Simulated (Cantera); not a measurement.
Feed: 1 mol CH₃SiCl₃, 0.31 mol HCl, 2.8 mol H₂, 0.088 mol CH₄, held at 100000 Pa.

Equilibrium computed with Cantera from the NASA thermochemical tables; the gas is ideal and each condensed phase is pure. Candidate condensed phases: C, C₆H₆, C₇H₈, C₈H₁₈, Si, SiC; 109 gas species. The feed counts by its element totals alone. Gases not in the tables: Si₂H₆ and higher silanes. Kinetics and transport are ignored.

Question: What share of the Si ends up in condensed phases as a function of T (K), at 1898, 1973, 2048, 2123, 2198, 2273, 2348, 2423, 2498, 2573, 2648?

Answer: 
```json
[
 {"T (K)": "1898", "Si condensed (%)": "72.1", "as": "SiC(s)"},
 {"T (K)": "1973", "Si condensed (%)": "69.3", "as": "SiC(s)"},
 {"T (K)": "2048", "Si condensed (%)": "66.3", "as": "SiC(s)"},
 {"T (K)": "2123", "Si condensed (%)": "63.1", "as": "SiC(s)"},
 {"T (K)": "2198", "Si condensed (%)": "59.9", "as": "SiC(s)"},
 {"T (K)": "2273", "Si condensed (%)": "56.6", "as": "SiC(s)"},
 {"T (K)": "2348", "Si condensed (%)": "53.3", "as": "SiC(s)"},
 {"T (K)": "2423", "Si condensed (%)": "49.8", "as": "SiC(s)"},
 {"T (K)": "2498", "Si condensed (%)": "46.0", "as": "SiC(s)"},
 {"T (K)": "2573", "Si condensed (%)": "41.4", "as": "SiC(s)"},
 {"T (K)": "2648", "Si condensed (%)": "35.1", "as": "SiC(s)"}
]
```
